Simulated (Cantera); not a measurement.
An adiabatic, constant-pressure homogeneous reactor starts with CH4 : C2H6 : C3H8 : O2 : N2 : H2O = 1 : 0.045 : 0.16 : 2.69 : 10.1 : 1.3 (molar parts), equivalence ratio 1.1, at 1575 K and 6.71 atm. Integrator tolerance rtol = 1e-08.

Cantera simulation using GRI-Mech 3.0 (53 species, 325 reactions); the numbers are that mechanism's predictions, not measurements. GRI-Mech 3.0 was tuned for natural gas; its chemistry of propane as a main component is partial and can be far from experiment.

Q: What does this change do: pressure from 6.71 atm to 9.87 atm?

A: 
| quantity | before | after |
|---|---|---|
| time of steepest temperature rise | 29.0 µs | 22.6 µs |
| temperature at 2.00 s | 2833 K | 2857 K |
| equilibrium temperature | 2833 K | 2857 K |
| x(CH4) at 2.00 s | <1e-12 (gas-phase equilibrium <1e-12) | <1e-12 (gas-phase equilibrium <1e-12) |
| x(C2H6) at 2.00 s | <1e-12 (gas-phase equilibrium <1e-12) | <1e-12 (gas-phase equilibrium <1e-12) |
| x(C3H8) at 2.00 s | <1e-12 (gas-phase equilibrium <1e-12) | <1e-12 (gas-phase equilibrium <1e-12) |
| x(OH) at 2.00 s | 0.0149 (gas-phase equilibrium 0.0149) | 0.0141 (gas-phase equilibrium 0.0141) |
| x(N2O) at 2.00 s | 8.95e-7 (gas-phase equilibrium 8.95e-7) | 1.07e-6 (gas-phase equilibrium 1.07e-6) |
| x(CO2) at 2.00 s | 0.0562 (gas-phase equilibrium 0.0562) | 0.0574 (gas-phase equilibrium 0.0574) |
| x(HCN) at 2.00 s | 7.13e-9 (gas-phase equilibrium 7.13e-9) | 9.49e-9 (gas-phase equilibrium 9.49e-9) |

Q: What does this change do: constant volume in place of constant pressure?

A: 
```csv
quantity,before,after
time of steepest temperature rise,29.0 µs,25.2 µs
temperature at 2.00 s,2833 K,3022 K
equilibrium temperature,2833 K,3022 K
x(CH4) at 2.00 s,<1e-12 (gas-phase equilibrium <1e-12),<1e-12 (gas-phase equilibrium <1e-12)
x(C2H6) at 2.00 s,<1e-12 (gas-phase equilibrium <1e-12),<1e-12 (gas-phase equilibrium <1e-12)
x(C3H8) at 2.00 s,<1e-12 (gas-phase equilibrium <1e-12),<1e-12 (gas-phase equilibrium <1e-12)
x(OH) at 2.00 s,0.0149 (gas-phase equilibrium 0.0149),0.0198 (gas-phase equilibrium 0.0198)
x(N2O) at 2.00 s,8.95e-7 (gas-phase equilibrium 8.95e-7),1.82e-6 (gas-phase equilibrium 1.82e-6)
x(CO2) at 2.00 s,0.0562 (gas-phase equilibrium 0.0562),0.0497 (gas-phase equilibrium 0.0497)
x(HCN) at 2.00 s,7.13e-9 (gas-phase equilibrium 7.13e-9),2.17e-8 (gas-phase equilibrium 2.17e-8)
```
Above 3000 K some thermodynamic fits are extrapolated.
